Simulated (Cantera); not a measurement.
Adiabatic ignition

An adiabatic, constant-volume homogeneous reactor starts with 5.73 % CH4, 16.4 % O2, 61.3 % N2, 16.6 % H2O, equivalence ratio 0.70, at 1750 K and 1.00 bar.

Detailed kinetics in Cantera: GRI-Mech 3.0 (53 species, 325 reactions).

```tsv
t (s)	T (K)	P (bar)	x CH4	x O2	x H2O	x NO	x HCN	x H	x H2
8.00e-6	1750	1.000	0.0572	0.164	0.166	<1e-12	<1e-12	6.04e-7	1.05e-5
2.15e-5	1749	1.000	0.0571	0.164	0.166	3.85e-12	<1e-12	9.00e-7	3.54e-5
5.76e-5	1750	1.00	0.0562	0.163	0.167	2.71e-11	4.11e-12	3.49e-6	0.000207
0.000155	2360	1.42	1.37e-9	0.0641	0.230	1.29e-5	4.96e-7	0.0118	0.0181
0.000415	2691	1.58	<1e-12	0.0522	0.246	0.00120	5.04e-11	0.00486	0.0121
0.00111	2687	1.58	<1e-12	0.0508	0.247	0.00424	8.83e-11	0.00479	0.0121
0.00299	2681	1.57	<1e-12	0.0485	0.247	0.00932	1.48e-10	0.00467	0.0121
0.00803	2677	1.57	<1e-12	0.0471	0.247	0.0124	1.82e-10	0.00460	0.0121
0.0215	2676	1.57	<1e-12	0.0471	0.247	0.0126	1.84e-10	0.00459	0.0121
0.0578	2676	1.57	<1e-12	0.0471	0.247	0.0126	1.84e-10	0.00459	0.0121
0.155	2676	1.57	<1e-12	0.0471	0.247	0.0126	1.84e-10	0.00459	0.0121
0.416	2676	1.57	<1e-12	0.0471	0.247	0.0126	1.84e-10	0.00459	0.0121
1.12	2676	1.57	<1e-12	0.0471	0.247	0.0126	1.84e-10	0.00459	0.0121
3.00	2676	1.57	<1e-12	0.0471	0.247	0.0126	1.84e-10	0.00459	0.0121
```
x: mole fraction; the columns are a selection and need not sum to one.

```yaml
time_of_steepest_temperature_rise: 0.150 ms
temperature at 3.00 s: 2676 K
equilibrium_temperature: 2676 K
x(CH4) at 3.00 s: <1e-12 (gas-phase equilibrium <1e-12)
x(O2) at 3.00 s: 0.0471 (gas-phase equilibrium 0.0471)
x(H2O) at 3.00 s: 0.247 (gas-phase equilibrium 0.247)
```
